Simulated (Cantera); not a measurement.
Mixture: CH4 : C2H6 : C3H8 : O2 : N2 : H2O = 1 : 0.051 : 0.035 : 4.71 : 14.6 : 0.59 (molar parts), at 1.30 bar, adiabatic and at constant pressure. Ignition delay is the time to a rise of 400 K.

Computed with Cantera and GRI-Mech 3.0 (53 species, 325 reactions).

### Question
Predict: delay at 1150 K; delay at 1350 K; delay at 1550 K; delay at 1750 K; delay at 1950 K; apparent activation energy between 1750 and 1950 K.

### Answer
- delay at 1150 K: 11.9 ms
- delay at 1350 K: 0.777 ms
- delay at 1550 K: 0.106 ms
- delay at 1750 K: 30.1 µs
- delay at 1950 K: 13.5 µs
- apparent activation energy between 1750 and 1950 K: 110 kJ/mol
